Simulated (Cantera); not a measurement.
What does this Cantera script print?

```python
import numpy as np
import cantera as ct

gas_names = """
    F F2 N NF NF2 NF3 N2 Si SiF SiF2 SiF3 SiF4 SiN Si2 Si2N Si3
""".split()
cond_names = """
    Si(cr) Si(L) Si3N4(a)
""".split()


def load(file, names, dense=False):
    # The tables refer to 1 bar. Condensed volumes are neglected.
    table = {s.name: s for s in ct.Species.list_from_file(file)}
    out = []
    for n in names:
        d = dict(table[n].input_data)
        d["thermo"] = dict(d["thermo"], **{"reference-pressure": 1e5})
        if dense:
            d["equation-of-state"] = {"model": "constant-volume", "density": "1e6 g/cm^3"}
        out.append(ct.Species.from_dict(d))
    return out


gas = ct.Solution(thermo="ideal-gas", species=load("nasa_gas.yaml", gas_names))
cond = {s.name: ct.Solution(thermo="fixed-stoichiometry", species=[s], name=s.name)
        for s in load("nasa_condensed.yaml", cond_names, dense=True)}
atoms = {
    'SiF4': {'Si': 1, 'F': 4},
    'N2': {'N': 2},
}
top_T = {'Si3N4(a)': 2400}  # K; cautious upper limits of use, not melting points


def equilibrate(T, P, feed):
    n = {}
    for name, mol in feed.items():
        for a, k in atoms[name].items():
            n[a] = n.get(a, 0.0) + k * mol
    gas.TPX = T, P, n
    mass = sum(n.values()) * gas.mean_molecular_weight
    gas.equilibrate("TP")
    valid = [c for c in cond.values() if c.min_temp <= T <= top_T.get(c.name, c.max_temp)]
    mix = ct.Mixture([(gas, mass / gas.mean_molecular_weight)] + [(c, 0.0) for c in valid])
    mix.T, mix.P = T, P
    mix.equilibrate("TP", solver="vcs", rtol=1e-11, max_steps=5000)
    return mix


results = []
feed = {'SiF4': 1, 'N2': 8.3}  # mol
P = 133.322  # Pa
for T in [850, 950, 1050, 1150, 1250, 1350, 1450, 1550, 1650, 1750, 1850, 1950, 2050]:
    mix = equilibrate(T, P, feed)
    results.append((T, P, feed, dict(zip(mix.species_names, mix.species_moles))))
    x = sorted(zip(gas.X, gas.species_names), reverse=True)
    print(f"T = {T:g} K  P = {P:g} Pa  gas = {mix.phase_moles(0):.4g} mol")
    print("   x: " + "  ".join(f"{s} {v:.3e}" for v, s in x if v > 0.0001))
    print("   condensed (mol): " + ("  ".join(f"{mix.phase(i).name} {mix.phase_moles(i):.4g}"
          for i in range(1, mix.n_phases) if mix.phase_moles(i) > 1e-12) or "none"))
```

Result:

```
T = 850 K  P = 133.322 Pa  gas = 9.3 mol
   x: N2 8.925e-01  SiF4 1.075e-01
   condensed (mol): none
T = 950 K  P = 133.322 Pa  gas = 9.3 mol
   x: N2 8.925e-01  SiF4 1.075e-01
   condensed (mol): none
T = 1050 K  P = 133.322 Pa  gas = 9.3 mol
   x: N2 8.925e-01  SiF4 1.075e-01
   condensed (mol): none
T = 1150 K  P = 133.322 Pa  gas = 9.3 mol
   x: N2 8.925e-01  SiF4 1.075e-01
   condensed (mol): none
T = 1250 K  P = 133.322 Pa  gas = 9.3 mol
   x: N2 8.925e-01  SiF4 1.075e-01
   condensed (mol): none
T = 1350 K  P = 133.322 Pa  gas = 9.3 mol
   x: N2 8.925e-01  SiF4 1.075e-01
   condensed (mol): none
T = 1450 K  P = 133.322 Pa  gas = 9.3 mol
   x: N2 8.925e-01  SiF4 1.075e-01
   condensed (mol): none
T = 1550 K  P = 133.322 Pa  gas = 9.3 mol
   x: N2 8.925e-01  SiF4 1.075e-01
   condensed (mol): none
T = 1650 K  P = 133.322 Pa  gas = 9.3 mol
   x: N2 8.924e-01  SiF4 1.075e-01
   condensed (mol): none
T = 1750 K  P = 133.322 Pa  gas = 9.301 mol
   x: N2 8.924e-01  SiF4 1.074e-01  F 1.160e-04  SiF3 1.159e-04
   condensed (mol): none
T = 1850 K  P = 133.322 Pa  gas = 9.303 mol
   x: N2 8.922e-01  SiF4 1.071e-01  F 3.587e-04  SiF3 3.579e-04
   condensed (mol): none
T = 1950 K  P = 133.322 Pa  gas = 9.309 mol
   x: N2 8.916e-01  SiF4 1.064e-01  F 9.865e-04  SiF3 9.809e-04
   condensed (mol): none
T = 2050 K  P = 133.322 Pa  gas = 9.323 mol
   x: N2 8.903e-01  SiF4 1.048e-01  F 2.450e-03  SiF3 2.419e-03
   condensed (mol): none
```

These are equilibrium values from Cantera (NASA tables, ideal gas, pure condensed phases), not measurements of a reactor. The tables' values for SiF3, SiF2 are old estimates; treat these amounts as uncertain.
